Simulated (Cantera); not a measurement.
Hydrocarbon pyrolysis for carbon deposition

A perfectly stirred reactor is fed with 8.33 % C2H6, 91.7 % H2, at 0.00720 bar; it is held at 1200 K, and followed from long to short residence time.

Detailed kinetics in Cantera: GRI-Mech 3.0 (53 species, 325 reactions). GRI-Mech 3.0 stops at C3 and has no aromatics, soot or wall deposition, so with more carbon than oxygen in the feed, carbon stays in small species such as C2H2 where larger ones or solid carbon would form. Radical loss at walls, strong at low pressure, is not modelled.

| τ (s) | x C2H6 | x H2 | x C2H4 | x CH3 | x C2H2 | x CH2 | x CH4 |
|---|---|---|---|---|---|---|---|
| 12 | 0.00110 | 0.909 | 0.0219 | 1.91e-5 | 0.0370 | 2.90e-10 | 0.0307 |
| 2.9 | 0.00336 | 0.905 | 0.0349 | 3.28e-5 | 0.0209 | 6.57e-10 | 0.0354 |
| 0.68 | 0.0101 | 0.902 | 0.0413 | 6.26e-5 | 0.00796 | 1.66e-9 | 0.0383 |
| 0.16 | 0.0289 | 0.905 | 0.0344 | 0.000111 | 0.00178 | 3.46e-9 | 0.0297 |
| 0.037 | 0.0618 | 0.913 | 0.0149 | 0.000116 | 0.000145 | 3.28e-9 | 0.00973 |
| 0.0088 | 0.0802 | 0.916 | 0.00238 | 3.86e-5 | 2.55e-6 | 5.05e-10 | 0.000830 |
| 0.0021 | 0.0831 | 0.917 | 0.000155 | 9.36e-6 | 1.09e-8 | 2.94e-11 | 4.85e-5 |
| 0.00048 | 0.0833 | 0.917 | 5.24e-6 | 4.83e-6 | 1.97e-11 | 2.66e-12 | 5.73e-6 |
x: mole fraction; the columns are a selection and need not sum to one.
